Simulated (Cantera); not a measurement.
An isothermal, constant-pressure homogeneous reactor starts with CH₄ : H₂O = 1 : 2.7 (molar parts), at 1623 K and 1.01 bar. Integrator tolerance rtol = 1e-08.

Model: GRI-Mech 3.0 (53 species, 325 reactions), integrated in Cantera.

| quantity | before | after |
|---|---|---|
| x(CH₄) at 3.00 s | 0.0143 (gas-phase equilibrium 1.04e-7) | 0.0206 (gas-phase equilibrium 7.92e-5) |
| x(H₂O) at 3.00 s | 0.318 (gas-phase equilibrium 0.274) | 0.305 (gas-phase equilibrium 0.274) |
| x(CH₂CO) at 3.00 s | 3.49e-6 (gas-phase equilibrium 1.33e-12) | 2.63e-7 (gas-phase equilibrium 1.02e-9) |
| x(C₂H₄) at 3.00 s | 0.000391 (gas-phase equilibrium <1e-12) | 8.32e-5 (gas-phase equilibrium 1.08e-9) |
| x(HCO) at 3.00 s | 6.54e-9 (gas-phase equilibrium 8.03e-9) | 3.65e-8 (gas-phase equilibrium 4.22e-8) |
| x(C₂H₆) at 3.00 s | 1.57e-6 (gas-phase equilibrium <1e-12) | 4.34e-6 (gas-phase equilibrium 6.05e-11) |
| x(C₂H) at 3.00 s | 3.03e-9 (gas-phase equilibrium <1e-12) | 4.44e-12 (gas-phase equilibrium <1e-12) |

Problem. Which change was made?
A) temperature 1623 to 2050 K
B) temperature 1623 to 1400 K
C) CH4 1 to 2.5 parts
D) pressure from 1.01 bar to 28.0 bar

Solution. D, pressure from 1.01 bar to 28.0 bar
